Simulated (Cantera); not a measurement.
A freely propagating, adiabatic, planar premixed flame of 53.2 % H2, 9.84 % O2, 37.0 % N2, equivalence ratio 2.7, unburnt at 325 K and 2.60 bar; mixture-averaged transport, grid criteria slope 0.08 and curve 0.16, no radiation.

Model: the H2/O2 subset of GRI-Mech 3.0, which has no nitrogen chemistry, integrated in Cantera. The hydrogen kinetics of GRI-Mech 3.0 are dated; newer H2 mechanisms differ, most at raised pressure. Burning velocities carry a grid error of a few per cent, more on coarse grids.

x: mole fraction of selected species; z is measured from the peak of heat release.

| z (mm) | T (K) | u (m/s) | x H2 | x O2 | x H2O | x H | x HO2 | x O |
|---|---|---|---|---|---|---|---|---|
| -0.341 | 325 | 2.73 | 0.532 | 0.0984 | <1e-8 | <1e-8 | <1e-8 | <1e-8 |
| -0.227 | 325 | 2.73 | 0.532 | 0.0984 | 3.27e-8 | <1e-8 | <1e-8 | <1e-8 |
| -0.170 | 325 | 2.73 | 0.532 | 0.0984 | 6.25e-7 | <1e-8 | 4.18e-8 | <1e-8 |
| -0.114 | 328 | 2.75 | 0.531 | 0.0986 | 1.42e-5 | <1e-8 | 1.10e-6 | ? |
| -0.0568 | 415 | 3.40 | 0.517 | 0.100 | 0.00290 | 1.18e-5 | 0.000315 | ? |
| -0.0284 | 723 | 5.73 | 0.484 | 0.0915 | 0.0299 | 0.00212 | 0.000507 | ? |
| 0 | 1083 | 8.40 | 0.436 | 0.0685 | 0.0825 | 0.0124 | 0.000205 | ? |
| 0.0284 | 1336 | 10.3 | 0.390 | 0.0381 | 0.142 | 0.0267 | 9.46e-5 | ? |
| 0.0568 | 1479 | 11.4 | 0.361 | 0.0161 | 0.183 | 0.0356 | 3.79e-5 | ? |
| 0.114 | 1597 | 12.3 | 0.347 | 0.00232 | 0.210 | 0.0368 | 5.13e-6 | ? |
| 0.227 | 1680 | 12.9 | 0.350 | 0.000111 | 0.215 | 0.0287 | 2.39e-7 | ? |
| 0.454 | 1750 | 13.3 | 0.356 | 9.12e-6 | 0.216 | 0.0194 | 2.87e-8 | ? |
| 0.909 | 1802 | 13.7 | 0.361 | 3.44e-6 | 0.217 | 0.0120 | 1.24e-8 | ? |

Problem. Complete the blanks.

Solution. 
- -0.114, x O: 3.02e-8
- -0.0568, x O: 4.19e-6
- -0.0284, x O: 0.000110
- 0, x O: 0.000522
- 0.0284, x O: 0.000910
- 0.0568, x O: 0.000659
- 0.114, x O: 0.000176
- 0.227, x O: 6.04e-5
- 0.454, x O: 2.97e-5
- 0.909, x O: 1.23e-5
